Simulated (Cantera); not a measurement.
Input: 1 mol LiOH, a varied amount of H2O, 0.014 mol H2, equilibrated at 0.0530 bar.

Cantera equilibrium calculation (NASA polynomials, part measured and part estimated; ideal gas, pure solids and liquids). Candidate condensed phases: H2O, Li, LiH, LiOH, Li2O; 17 gas species. Equilibrium is a limit: real reactors are often held back by kinetics, nucleation or transport.

**Question.** What condenses at these points (T in K, n(H2O) in mol): (1700, 0.39); (1700, 1.2); (1600, 1.4); (1200, 0.47); (2200, 1.2)?

**Answer.** 
```tsv
T (K)	n(H2O) in mol	condensed phases	Li condensed (%)
1700	0.39	Li2O	40.0
1700	1.2	gas only	0.0
1600	1.4	Li2O	38.5
1200	0.47	Li2O	99.6
2200	1.2	gas only	0.0
```
